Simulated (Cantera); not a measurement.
A Cantera script and its output.

```python
import numpy as np
import cantera as ct

gas = ct.Solution("gri30.yaml")
gas.TPX = 1300, 790, {'H2': 0.0066, 'O2': 1}
reactor = ct.IdealGasConstPressureReactor(gas, energy="off", clone=False)
net = ct.ReactorNet([reactor])
net.rtol, net.atol = 1e-08, 1e-18
show = ['H2', 'O2', 'OH', 'O', 'H2O2']
times = np.geomspace(1e-05, 4, 12)

steps = ct.SolutionArray(gas, extra=["t"])
rows = []
print(f"{'t/s':>10s}{'T/K':>9s}{'P/Pa':>11s}" + "".join(f"{s:>11s}" for s in show))
for t in times:
    while net.time < t:
        t_next = net.step()
        steps.append(gas.state, t=t_next)
    rows.append([np.interp(t, steps.t, y) for y in (steps.T, steps.P, *steps(*show).X.T)])
    print(f"{t:10.3e}{rows[-1][0]:9.1f}{rows[-1][1]:11.4g}" + "".join(f"{x:11.3e}" for x in rows[-1][2:]))
rate = np.gradient(steps.T, steps.t)
print("integrator steps:", len(steps.t))
if steps.T.max() > steps.T[0] + 200:
    print(f"time of steepest temperature rise: {steps.t[rate.argmax()]:.4e} s")
gas.TPX = 1300, 790, {'H2': 0.0066, 'O2': 1}
gas.equilibrate("TP")
print(f"equilibrium (TP): T = {gas.T:.1f} K  " + "  ".join(f"{s} {gas[s].X[0]:.3e}" for s in show))
```

Output:

```
       t/s      T/K       P/Pa         H2         O2         OH          O       H2O2
 1.000e-05   1300.0        790  6.557e-03  9.934e-01  2.023e-11  2.027e-11  7.198e-16
 3.231e-05   1300.0        790  6.557e-03  9.934e-01  1.811e-10  1.822e-10  7.495e-15
 1.044e-04   1300.0        790  6.557e-03  9.934e-01  1.260e-09  1.287e-09  7.793e-14
 3.372e-04   1300.0        790  6.557e-03  9.934e-01  6.246e-09  6.694e-09  8.031e-13
 1.089e-03   1300.0        790  6.557e-03  9.934e-01  3.218e-08  3.817e-08  8.062e-12
 3.519e-03   1300.0        790  6.556e-03  9.934e-01  5.258e-07  6.753e-07  7.469e-11
 1.137e-02   1300.0        790  4.787e-03  9.918e-01  8.053e-04  1.229e-03  7.711e-09
 3.672e-02   1300.0        790  1.785e-05  9.872e-01  6.946e-04  5.805e-03  5.658e-09
 1.186e-01   1300.0        790  1.671e-05  9.876e-01  6.728e-04  5.434e-03  5.575e-09
 3.833e-01   1300.0        790  1.378e-05  9.886e-01  6.114e-04  4.448e-03  5.326e-09
 1.238e+00   1300.0        790  8.150e-06  9.906e-01  4.707e-04  2.590e-03  4.576e-09
 4.000e+00   1300.0        790  2.654e-06  9.925e-01  2.690e-04  8.289e-04  2.922e-09
integrator steps: 720
equilibrium (TP): T = 1300.0 K  H2 6.481e-09  O2 9.934e-01  OH 1.335e-05  O 1.997e-06  H2O2 3.193e-11
```

Computed with Cantera and GRI-Mech 3.0 (53 species, 325 reactions). Radical loss at walls, strong at low pressure, is not modelled.
